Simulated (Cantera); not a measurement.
A perfectly stirred reactor is fed with H2 : O2 : N2 = 1 : 0.694 : 2.61 (molar parts), equivalence ratio 0.72, at 760 Torr; it is adiabatic with a 300 K inlet, and is followed from long to short residence time, starting on the burning branch (τ in s: 0.43, 0.16, 0.061, 0.023, 0.0088, 0.0033, 0.0013, 0.00048, 0.00018, 6.9e-05, 2.6e-05).

Model: the H2/O2 subset of GRI-Mech 3.0, which has no nitrogen chemistry, integrated in Cantera.

Predict: blow-out, bracketed by the residence times tried; x(H2) at τ = 0.430 s; x(O2) at τ = 0.430 s; x(H) at τ = 0.430 s; x(OH) at τ = 0.430 s; x(HO2) at τ = 0.430 s; x(H2) at τ = 3.30 ms; x(O2) at τ = 3.30 ms; x(H) at τ = 3.30 ms; x(OH) at τ = 3.30 ms; x(HO2) at τ = 3.30 ms.

blow-out, bracketed by the residence times tried: burning at 26.0 µs, the shortest tried
x(H2) at τ = 0.430 s: 0.000563
x(O2) at τ = 0.430 s: 0.0503
x(H) at τ = 0.430 s: 6.16e-5
x(OH) at τ = 0.430 s: 0.00315
x(HO2) at τ = 0.430 s: 2.01e-6
x(H2) at τ = 3.30 ms: 0.00442
x(O2) at τ = 3.30 ms: 0.0503
x(H) at τ = 3.30 ms: 0.00137
x(OH) at τ = 3.30 ms: 0.00788
x(HO2) at τ = 3.30 ms: 7.23e-6
